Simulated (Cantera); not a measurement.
Equilibrium for silicon etching in halogen gases: Si + HBr + N2

Charge: 1 mol Si, a varied amount of HBr, 0.19 mol N2, at 1.00 bar.

These are equilibrium values from Cantera (NASA tables, ideal gas, pure condensed phases), not measurements of a reactor. Candidate condensed phases: Br2, Si, Si3N4; 28 gas species. N2 is the only nitrogen source here; it is nearly inert below about 1500 K, so the nitride shown seldom forms there in practice. Mutual solubility and eutectic melting of coexisting phases are not modelled. The tables' values for SiBr3 are old estimates. Equilibrium is a limit: real reactors are often held back by kinetics, nucleation or transport.

Stable condensed phases:

```
T in °C \ n(HBr) in mol
         2.2 2.9 3.6 4.3   5 5.7 6.4 7.1 7.8 8.5 9.2 9.9
   1300    A   A   A   A   A   A   B   B   B   B   B   B
   1225    C   A   A   A   A   A   A   B   B   B   B   B
   1150    C   A   A   A   A   A   A   B   B   B   B   B
   1075    C   A   A   A   A   A   A   A   B   B   B   B
   1000    C   A   A   A   A   A   A   A   B   B   B   B
    925    C   A   A   A   A   A   A   A   B   B   B   B
    850    C   A   A   A   A   A   A   A   B   B   B   B
    775    C   A   A   A   A   A   A   A   B   B   B   B
    700    C   A   A   A   A   A   A   A   B   B   B   B
    625    C   A   A   A   A   A   A   B   B   B   B   B
```

A: Si3N4; B: gas only; C: Si + Si3N4.
